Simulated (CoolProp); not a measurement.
Values from CoolProp's reference Helmholtz-energy equation of state, Setzmann 1991.

Task: For methane, give the phase and the Z, speed of sound (m/s), expansivity (1/kK), Prandtl number at 183.4 K and 5.49 bar.

Result: 
- 183.4 K and 5.49 bar: gas; Z 0.954, speed of sound 346, expansivity 6.26, Prandtl number 0.789

Viscosity comes from a separate model (Quiñones-Cisneros 2006). Thermal conductivity comes from a separate model (Friend 1989).
